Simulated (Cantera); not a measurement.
Input (Python, Cantera) and output of one run.

```python
import numpy as np
import cantera as ct

gas_names = """
    O Si NO NO2
""".split()
cond_names = """
    Si3N4(a) Si(cr) Si(L)
""".split()


# ... load() reads the species with a 1 bar reference pressure and builds the phases ...
species = {s.name: s for s in load("nasa_gas.yaml", gas_names) + load("nasa_condensed.yaml", cond_names)}
# Each term lists the table entries of one substance; the one whose range holds T is used.
reactions = {
    'Si3N4 + 4 O(g) = 3 Si(g) + 4 NO(g)':
        [(-1, ['Si3N4(a)']), (-4, ['O']), (3, ['Si']), (4, ['NO'])],
    'Si3N4 + 4 NO2(g) = 3 Si + 8 NO(g)':
        [(-1, ['Si3N4(a)']), (-4, ['NO2']), (3, ['Si(cr)', 'Si(L)']), (8, ['NO'])],
}


def pick(names, T):
    return next(species[n] for n in names if species[n].thermo.min_temp <= T <= species[n].thermo.max_temp)


results = []
for label, terms in reactions.items():
    print(label)
    print("     T/K   dH/kJ  dS/(J/K)   dG/kJ   log10 K")
    for T in [950, 1050, 1150, 1250, 1350, 1450, 1550, 1650, 1750, 1850, 1950]:
        used = [(nu, pick(names, T)) for nu, names in terms]
        dH = sum(nu * s.thermo.h(T) for nu, s in used) / 1e6
        dS = sum(nu * s.thermo.s(T) for nu, s in used) / 1e3
        dG = dH - T * dS / 1e3
        logK = -dG * 1e6 / (ct.gas_constant * T * np.log(10))
        results.append((label, T, dH, dS, dG, logK, [s.name for _, s in used]))
        print(f"{T:8g} {dH:8.1f} {dS:8.1f} {dG:8.1f} {logK:8.2f}")
```

It prints:

```
Si3N4 + 4 O(g) = 3 Si(g) + 4 NO(g)
     T/K   dH/kJ  dS/(J/K)   dG/kJ   log10 K
     950   1446.6    564.6    910.2   -50.04
    1050   1442.3    560.3    853.9   -42.48
    1150   1437.6    556.1    798.1   -36.25
    1250   1432.6    551.9    742.7   -31.04
    1350   1427.4    548.0    687.7   -26.61
    1450   1422.1    544.1    633.1   -22.81
    1550   1416.6    540.5    578.9   -19.51
    1650   1411.0    537.0    525.0   -16.62
    1750   1405.4    533.7    471.5   -14.07
    1850   1399.8    530.5    418.3   -11.81
    1950   1394.2    527.6    365.4    -9.79
Si3N4 + 4 NO2(g) = 3 Si + 8 NO(g)
     T/K   dH/kJ  dS/(J/K)   dG/kJ   log10 K
     950   1344.4    687.5    691.3   -38.01
    1050   1342.6    685.7    622.6   -30.97
    1150   1340.3    683.6    554.2   -25.17
    1250   1337.7    681.4    485.9   -20.31
    1350   1334.9    679.2    417.9   -16.17
    1450   1331.8    677.0    350.1   -12.61
    1550   1328.6    674.9    282.5    -9.52
    1650   1325.3    672.8    215.1    -6.81
    1750   1472.2    759.8    142.6    -4.26
    1850   1468.1    757.5     66.7    -1.88
    1950   1463.9    755.3     -8.9     0.24
```

Standard-state values (1 bar) from the NASA 1993 polynomials, evaluated with Cantera. Condensed species are held in their standard states even where they would react or evaporate.
